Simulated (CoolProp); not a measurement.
Propylene at 418.11 K and 0.14 MPa is throttled through a valve to 0.0411 MPa with no heat exchange. Each further row changes one setting.

Values from CoolProp's reference Helmholtz-energy equation of state, Lemmon 2013.

```csv
case,temperature change (K),final density (kg/m³)
as stated,-0.7,0.499
outlet pressure 0.0123 MPa,-0.8,0.149
outlet pressure 0.0534 MPa,-0.6,0.649
```
